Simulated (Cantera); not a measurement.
Input (Python, Cantera) and output of one run.

```python
import numpy as np
import cantera as ct

gas_names = [...]  # 110 gases of nasa_gas.yaml made of C, H, O
cond_names = """
    C(gr) C6H6(L) C7H8(L) C8H18(L),n-octa H2O(s) H2O(L)
""".split()


# ... load() reads the species with a 1 bar reference pressure and builds the phases ...
atoms = {
    'toluene': {'C': 7, 'H': 8},
    'H2O': {'H': 2, 'O': 1},
    'H2': {'H': 2},
    'CO2': {'C': 1, 'O': 2},
}
top_T = {'C(gr)': 4500}  # K; cautious upper limits of use, not melting points


# ... equilibrate(T, P, feed) seeds the gas with the atoms and calls Mixture.equilibrate('TP', solver="vcs", rtol=1e-11, max_steps=5000) ...
results = []
feed = {'toluene': 1, 'H2O': 3.2, 'H2': 5.3, 'CO2': 0.024}  # mol
P = 1333.22  # Pa
for T in [1525, 1625, 1725, 1825, 1925, 2025, 2125, 2225, 2325]:
    mix = equilibrate(T, P, feed)
    results.append((T, P, feed, dict(zip(mix.species_names, mix.species_moles))))
    x = sorted(zip(gas.X, gas.species_names), reverse=True)
    print(f"T = {T:g} K  P = {P:g} Pa  gas = {mix.phase_moles(0):.4g} mol")
    print("   x: " + "  ".join(f"{s} {v:.3e}" for v, s in x if v > 1e-05))
    print("   condensed (mol): " + ("  ".join(f"{mix.phase(i).name} {mix.phase_moles(i):.4g}"
          for i in range(1, mix.n_phases) if mix.phase_moles(i) > 1e-12) or "none"))
```

Output:

```
T = 1525 K  P = 1333.22 Pa  gas = 15.75 mol
   x: H2 7.936e-01  CO 2.062e-01  H 1.825e-04  CH4 1.915e-05
   condensed (mol): C(gr) 3.775
T = 1625 K  P = 1333.22 Pa  gas = 15.75 mol
   x: H2 7.932e-01  CO 2.062e-01  H 5.442e-04  C2H2,acetylene 2.821e-05  CH4 1.234e-05
   condensed (mol): C(gr) 3.775
T = 1725 K  P = 1333.22 Pa  gas = 15.76 mol
   x: H2 7.924e-01  CO 2.061e-01  H 1.432e-03  C2H2,acetylene 7.301e-05
   condensed (mol): C(gr) 3.774
T = 1825 K  P = 1333.22 Pa  gas = 15.77 mol
   x: H2 7.905e-01  CO 2.059e-01  H 3.391e-03  C2H2,acetylene 1.698e-04
   condensed (mol): C(gr) 3.771
T = 1925 K  P = 1333.22 Pa  gas = 15.81 mol
   x: H2 7.868e-01  CO 2.055e-01  H 7.344e-03  C2H2,acetylene 3.603e-04
   condensed (mol): C(gr) 3.765
T = 2025 K  P = 1333.22 Pa  gas = 15.86 mol
   x: H2 7.798e-01  CO 2.047e-01  H 1.472e-02  C2H2,acetylene 7.057e-04
   condensed (mol): C(gr) 3.754
T = 2125 K  P = 1333.22 Pa  gas = 15.97 mol
   x: H2 7.677e-01  CO 2.034e-01  H 2.756e-02  C2H2,acetylene 1.287e-03
   condensed (mol): C(gr) 3.735
T = 2225 K  P = 1333.22 Pa  gas = 16.14 mol
   x: H2 7.480e-01  CO 2.012e-01  H 4.852e-02  C2H2,acetylene 2.194e-03
   condensed (mol): C(gr) 3.705
T = 2325 K  P = 1333.22 Pa  gas = 16.41 mol
   x: H2 7.178e-01  CO 1.979e-01  H 8.072e-02  C2H2,acetylene 3.510e-03  C2H 1.898e-05
   condensed (mol): C(gr) 3.659
```

Cantera equilibrium calculation (NASA polynomials, part measured and part estimated; ideal gas, pure solids and liquids).
